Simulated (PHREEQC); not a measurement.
A solution holds 8 mmol/kgw NH3, 1.5 mmol/kgw H3BO3 and 0.041 mmol/kgw K3PO4, at 25 °C. Closed to the air; pH follows from the charge balance.

Model: ion-association model, phreeqc.dat, run in PHREEQC.

Each row changes one thing in this solution. No solid was allowed to form.

```csv
case,pH,ionic strength (mol/kgw),NH3 (mol/kgw),NH4+ (mol/kgw),PO4-3 (mol/kgw),H2PO4- (mol/kgw)
as made,9.96,0.00149,0.00667,0.00133,2.11e-7,6.26e-8
NH3 from 0.008 to 0.08 mol/kgw,10.83,0.00231,0.0779,0.00214,1.57e-6,8.05e-9
H3BO3 from 0.0015 to 0.0003 mol/kgw,10.42,0.000680,0.00749,0.000515,5.56e-7,2.27e-8
temperature from 25 to 50 °C,9.36,0.00126,0.00690,0.00110,8.13e-8,2.25e-7
H3BO3 left out,10.58,0.000524,[?],0.000359,[?],[?]
K3PO4 from 4.1e-05 to 8.2e-06 mol/kgw,9.95,0.00138,0.00665,0.00135,4.08e-8,1.29e-8
0.0059 mol/kgw NH4HSO4 added,8.52,0.0171,0.00187,0.0115,1.15e-8,1.33e-6
diluted 100-fold with water,[?],3.51e-5,4.65e-5,3.35e-5,[?],2.61e-9
```

### Question
Some entries are withheld; supply them.

### Answer

- H3BO3 left out, NH3 (mol/kgw): 0.00764
- H3BO3 left out, PO4-3 (mol/kgw): 7.93e-7
- H3BO3 left out, H2PO4- (mol/kgw): 1.56e-8
- diluted 100-fold with water, pH: 9.39
- diluted 100-fold with water, PO4-3 (mol/kgw): 4.67e-10

Away from 25 °C the constants follow the database's enthalpies or fits; those with neither stay at their 25 °C values.
